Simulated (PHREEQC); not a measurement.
0.1 g of hydrous ferric oxide (600 m²/g; 0.2 weak and 0.005 strong sites per Fe, Dzombak-Morel constants, diffuse double layer) in 1 kg of water with 0.05 mol/kgw of an inert sodium salt, at 25 °C; the pH is set by adding NaOH or the inert anion's acid. Oxygen is held at 0.21 atm. CO2 from the air is kept out. No solid was allowed to form.

Computed with PHREEQC (ion-association model, wateq4f.dat).

```
pH     surface charge σ (C/m²)  surface potential ψ (mV)
-----  -----------------------  ------------------------
4                        0.294                       160
4.67                     0.218                       145
6                        0.089                        99
6.67                     0.049                        71
7.33                     0.022                        40
8.67                    -0.015                       -29
9.33                    -0.039                       -61
10                      -0.074                       -90
11.33                   -0.196                      -138
12                      -0.281                      -152
```
